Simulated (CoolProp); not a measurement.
Vapour pressure (MPa) of octamethyltrisiloxane (MDM): the reference equation beside estimates from Tc = 292.2 °C, pc = 1.438 MPa, ω = 0.528. Clausius-Clapeyron is anchored at 154.85 °C with a constant enthalpy of vaporisation of 35.83 kJ/mol.

The numbers come from the reference Helmholtz-energy equation of state, Thol 2017 in CoolProp.

```
T (°C)  reference  Lee-Kesler  Clausius-Clapeyron  van der Waals  Redlich-Kwong  Soave-Redlich-Kwong  Peng-Robinson
------  ---------  ----------  ------------------  -------------  -------------  -------------------  -------------
145.45    0.08397         ___             0.08595         0.3814         0.1984              0.08331        0.08347
150.15    0.09529     0.09436             0.09636         0.4027         0.2164              0.09460        0.09461
154.85     0.1078      0.1067              0.1078         0.4248         0.2355                  ___         0.1069
159.55     0.1215      0.1203              0.1202         0.4476         0.2558               0.1208         0.1204
164.25     0.1365      0.1351              0.1338         0.4712         0.2773               0.1358         0.1352
168.95        ___      0.1514              0.1486         0.4956         0.3000               0.1523         0.1515
173.65     0.1707      0.1691              0.1646         0.5207         0.3239               0.1702         0.1692
178.25     0.1897      0.1879              0.1816         0.5461         0.3486               0.1894         0.1880
182.95     0.2107      0.2087              0.2004         0.5728         0.3752               0.2106         0.2089
187.65     0.2335      0.2313              0.2207         0.6004         0.4031               0.2336         0.2315
```

Q: What belongs in the gaps?

A: 
- 145.45, Lee-Kesler: 0.08316
- 154.85, Soave-Redlich-Kwong: 0.1071
- 168.95, reference: 0.1528

Absolute difference from the reference over all 10 rows, mean and median: Lee-Kesler 1.0 and 1.0 %, Clausius-Clapeyron 2.7 and 2.6 %, van der Waals 243.1 and 234.8 %, Redlich-Kwong 101.6 and 99.7 %, Soave-Redlich-Kwong 0.4 and 0.4 %, Peng-Robinson 0.8 and 0.9 %.
